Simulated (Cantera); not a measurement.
Silicon nitride deposition: SiCl₄ + NH₃ + N₂

Input: 1 mol SiCl₄, 33 mol NH₃, 29 mol N₂, at 1848 K and 0.990 bar.

These are equilibrium values from Cantera (NASA tables, ideal gas, pure condensed phases), not measurements of a reactor. Candidate condensed phases: NH₄Cl, Si, Si₃N₄; 28 gas species. The tables' values for SiCl₃ are old estimates; treat these amounts as uncertain. The numbers say what is thermodynamically allowed, not how fast it happens.

```
Quantity                             Result
--------------------------------  ---------
x(H₂)                                 0.494
x(N₂)                                 0.466
x(HCl)                               0.0392
x(SiCl₂)                            0.00107
x(H)                               0.000374
x(SiCl₃)                            2.45e-5
x(Cl)                               2.26e-5
x(NH₃)                              6.20e-6
x(SiHCl₃)                           2.92e-6
n(Si₃N₄(s))                       0.298 mol
gas amount                        96.42 mol
log10 activity of Si(l) (absent)      -0.93
```
